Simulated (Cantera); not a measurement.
Feed: 1 mol Ta2O5, 2 mol C, 0.045 mol CO, at 1650 °C and 1 atm.

These are equilibrium values from Cantera (NASA tables, ideal gas, pure condensed phases), not measurements of a reactor. Candidate condensed phases: C, Ta, TaC, Ta2O5; 15 gas species. Mutual solubility and eutectic melting of coexisting phases are not modelled. TaC: taken at fixed stoichiometry. Condensed phases not in the tables: Ta2C. Rates play no part.

Base state: CO 0.998, CO2 0.00203 (mole fractions); condensed: TaC(s) + Ta2O5(s).

What changes in the equilibrium state with this change: pressure from 1 atm to 0.380 bar?


```csv
species,before,after
CO,0.998,0.998
CO2,0.00203,0.00154
"TaC(s), mol",0.572,0.572
"Ta2O5(s), mol",0.714,0.714
```

What changes in the equilibrium state with this change: temperature from 1650 °C to 977 °C?


```json
[
 {"species": "CO", "before": "0.998", "after": "0.990"},
 {"species": "CO2", "before": "0.00203", "after": "0.00957"},
 {"species": "TaC(s), mol", "before": "0.572", "after": "0"},
 {"species": "Ta2O5(s), mol", "before": "0.714", "after": "1.00"},
 {"species": "C(graphite), mol", "before": "0", "after": "2.00"}
]
```
